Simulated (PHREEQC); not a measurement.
A solution holds 0.0077 mol/kgw CuSO4, 0.011 mol/kgw HCl and 0.00015 mol/kgw H3BO3, at 25 °C. Closed to the air; pH follows from the charge balance.

The numbers come from PHREEQC with the ion-association model, phreeqc.dat.

Precipitation was switched off in this run.

Question: Order these Cu species by the share of Cu that they hold, largest first: CuCl+, CuSO4, Cu+2.

Answer: Cu+2 (80 %), CuSO4 (19 %), CuCl+ (1.3 %)

Question: Order these S species by the share of S that they hold, largest first: HSO4-, CuSO4, SO4-2.

Answer: SO4-2 (55 %), HSO4- (26 %), CuSO4 (19 %)

The pH is 2.10 and the ionic strength 0.0317 mol/kgw.
